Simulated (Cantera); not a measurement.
Feed: 1 mol Si(CH₃)₄, 0.87 mol C₃H₈, 92 mol H₂, held at 2400 K.

These are equilibrium values from Cantera (NASA tables, ideal gas, pure condensed phases), not measurements of a reactor. Candidate condensed phases: C, C₆H₆, C₇H₈, C₈H₁₈, Si, SiC; 87 gas species. Rates play no part.

Task: At 1.00 mbar, list the 5 most abundant gas species with their mole fractions, and the condensed phases.

Result: H₂ 0.599, H 0.389, Si 0.00653, C₂H₂ (acetylene) 0.00417, SiC₂ 0.00125. Condensed: C(graphite).
